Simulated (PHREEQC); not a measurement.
Consider water at 61 °C with 0.091 mol/kgw NaH2PO4 and 0.00029 mol/kgw Na2SO4. Closed to the air; pH follows from the charge balance.

The numbers come from PHREEQC with the ion-association model, wateq4f.dat.

```tsv
quantity	before	after
pH	4.51	5.11
HPO4-2 (mol/kgw)	0.000467	9.54e-6
H3PO4 (mol/kgw)	0.000459	1.46e-6
NaHPO4- (mol/kgw)	2.99e-5	1.47e-8
```

**Question.** What was changed between the two runs?
(A) Na2SO4 replaced by NaNO3 at the same molality
(B) diluted 100-fold with water
(C) diluted 10-fold with water
(D) 0.055 mol/kgw NH4HF2 added

**Answer.** B, diluted 100-fold with water

No solid was allowed to form. H3PO4, which wateq4f.dat lacks, is added to it with the constant of phreeqc.dat. At this temperature some constants are extrapolated from 25 °C, and those without enthalpy data are left unchanged.
